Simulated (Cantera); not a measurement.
**Stirred combustor or abatement burner**

A perfectly stirred reactor is fed with 7.25 % CH₃OH, 20.5 % O₂, 69.7 % N₂, 2.54 % CO₂, equivalence ratio 0.53, at 2.76 atm; it is adiabatic with a 425 K inlet, and is followed from long to short residence time, starting on the burning branch (τ in s: 0.3, 0.073, 0.018, 0.0042, 0.001, 0.00024, 5.8e-05, 1.4e-05, 3.3e-06).

Cantera simulation using GRI-Mech 3.0 (53 species, 325 reactions); the numbers are that mechanism's predictions, not measurements. GRI-Mech 3.0 was tuned for natural gas; its chemistry of methanol as a main component is partial and can be far from experiment.

```json
[
 {"τ (s)": "0.30", "T (K)": "1723", "x CH₃OH": "1.43e-6", "x O₂": "0.0929", "x CO₂": "0.0943", "x NO": "8.43e-6", "x C₂H₄": "<1e-12", "x HCN": "2.94e-11", "x OH": "0.000445"},
 {"τ (s)": "0.073", "T (K)": "1721", "x CH₃OH": "4.16e-6", "x O₂": "0.0930", "x CO₂": "0.0941", "x NO": "5.64e-6", "x C₂H₄": "<1e-12", "x HCN": "3.46e-11", "x OH": "0.000615"},
 {"τ (s)": "0.018", "T (K)": "1716", "x CH₃OH": "1.12e-5", "x O₂": "0.0931", "x CO₂": "0.0936", "x NO": "4.76e-6", "x C₂H₄": "1.18e-12", "x HCN": "4.91e-11", "x OH": "0.000885"},
 {"τ (s)": "0.0042", "T (K)": "1703", "x CH₃OH": "3.09e-5", "x O₂": "0.0936", "x CO₂": "0.0923", "x NO": "3.67e-6", "x C₂H₄": "5.79e-12", "x HCN": "9.34e-11", "x OH": "0.00127"},
 {"τ (s)": "0.0010", "T (K)": "1671", "x CH₃OH": "9.11e-5", "x O₂": "0.0953", "x CO₂": "0.0884", "x NO": "1.98e-6", "x C₂H₄": "6.27e-11", "x HCN": "2.76e-10", "x OH": "0.00161"},
 {"τ (s)": "0.00024", "T (K)": "425", "x CH₃OH": "0.0725", "x O₂": "0.205", "x CO₂": "0.0254", "x NO": "<1e-12", "x C₂H₄": "<1e-12", "x HCN": "<1e-12", "x OH": "<1e-12"},
 {"τ (s)": "5.8e-5", "T (K)": "425", "x CH₃OH": "0.0725", "x O₂": "0.205", "x CO₂": "0.0254", "x NO": "<1e-12", "x C₂H₄": "<1e-12", "x HCN": "<1e-12", "x OH": "<1e-12"},
 {"τ (s)": "1.4e-5", "T (K)": "425", "x CH₃OH": "0.0725", "x O₂": "0.205", "x CO₂": "0.0254", "x NO": "<1e-12", "x C₂H₄": "<1e-12", "x HCN": "<1e-12", "x OH": "<1e-12"},
 {"τ (s)": "3.3e-6", "T (K)": "425", "x CH₃OH": "0.0725", "x O₂": "0.205", "x CO₂": "0.0254", "x NO": "<1e-12", "x C₂H₄": "<1e-12", "x HCN": "<1e-12", "x OH": "<1e-12"}
]
```
x: mole fraction; the columns are a selection and need not sum to one.
